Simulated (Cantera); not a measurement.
## Transport properties of process gases

Gas mixture: NO = 0.75 (molar parts), at 0.860 bar, frozen composition.

Cantera's kinetic-theory transport with the Lennard-Jones parameters of GRI-Mech 3.0, ideal gas; thermal conductivity in the multicomponent form. The composition is frozen, though it would react at the higher temperatures.

```csv
T (K),ρ (kg/m³),cp (J/kg/K),μ (µPa s),λ (mW/m/K),Pr,D (cm²/s) OH,D (cm²/s) CO₂,D (cm²/s) N₂
400,0.776,998.6,23.1,32.5,0.711,0.609,0.307,0.399
550,0.564,1028,28.9,41.9,0.709,1.05,0.540,0.688
700,0.443,1067,34.0,51.2,0.708,1.57,0.819,1.03
850,0.365,1104,38.6,60.2,0.708,2.17,1.14,1.43
1000,0.310,1133,42.9,68.8,0.707,2.85,1.50,1.88
1150,0.270,1153,47.0,76.7,0.707,3.59,1.90,2.37
1300,0.239,1171,50.9,84.4,0.707,4.41,2.33,2.90
1450,0.214,1186,54.7,91.8,0.707,5.28,2.80,3.48
```
D: mixture-averaged diffusion coefficient of that species in the mixture.
